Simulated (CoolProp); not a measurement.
C3F8 (R218) along the isobar 0.16 MPa: Z from the reference equation and from simpler models built on Tc = 71.9 °C, pc = 2.640 MPa, ω = 0.317; each cubic takes its own stable root.

Computed with CoolProp (reference Helmholtz-energy equation of state, Lemmon 2006). It is a short technical equation, of lower accuracy than the large ones.

```csv
T (°C),phase,reference
-132.65,liquid,0.01317
-116.45,liquid,0.01216
-100.35,liquid,0.01137
-84.15,liquid,0.01072
-68.05,liquid,0.01020
-51.85,liquid,0.009793
-35.75,liquid,0.009480
-19.65,gas,0.9353
-3.45,gas,0.9499
12.65,gas,0.9600
28.85,gas,0.9674
```

Problem. How far does each simpler model (Redlich-Kwong, Soave-Redlich-Kwong, Peng-Robinson) lie from the reference over these 11 states: mean and median of the absolute difference, and the worst?

Solution. 
- Redlich-Kwong: mean 896.4 %, median 9.3 %, worst +9799.8 % at -35.75 °C and 0.16 MPa
- Soave-Redlich-Kwong: mean 4.1 %, median 5.5 %, worst +8.2 % at -132.65 °C and 0.16 MPa
- Peng-Robinson: mean 3.7 %, median 4.5 %, worst -6.7 % at -51.85 °C and 0.16 MPa

At some of these states Redlich-Kwong gives the other phase, because its saturation line lies elsewhere.
